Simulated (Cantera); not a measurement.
Input: 1 mol SiO2, 0.0069 mol C, 0.096 mol N2, held at 1625 K and 1.00 bar.

These are equilibrium values from Cantera (NASA tables, ideal gas, pure condensed phases), not measurements of a reactor. Candidate condensed phases: C, Si, SiC, SiO2, Si2N2O, Si3N4; 34 gas species. Mutual solubility and eutectic melting of coexisting phases are not modelled. The tables hold silica as quartz up to 1696 K and as liquid above; real silica turns to tridymite and cristobalite and melts near 1996 K. Equilibrium is a limit: real reactors are often held back by kinetics, nucleation or transport.

Base state: N2 0.931, CO 0.0686, SiO 4.98e-5, CO2 2.12e-5 (mole fractions); condensed: SiO2(β-quartz) + Si2N2O(s).

What changes in the equilibrium state with this change: 0.00019 mol H2O added?


| species | before | after |
|---|---|---|
| N2 | 0.931 | 0.930 |
| CO | 0.0686 | 0.0684 |
| H2 | 0 | 0.00188 |
| SiO | 4.98e-5 | 4.99e-5 |
| CO2 | 2.12e-5 | 2.11e-5 |
| SiO2(β-quartz), mol | 0.995 | 0.996 |
| Si2N2O(s), mol | 0.00230 | 0.00224 |
Further candidate phases: C6H6, C7H8, C8H18, H2O.

What changes in the equilibrium state with this change: C from 0.0069 to 0.083 mol?


```
species               before     after
-------------------  -------  --------
CO                    0.0686     0.548
N2                     0.931     0.452
CO2                  2.12e-5  0.000133
SiO                  4.98e-5   6.34e-5
SiO2(β-quartz), mol    0.995     0.945
Si2N2O(s), mol       0.00230    0.0277
```
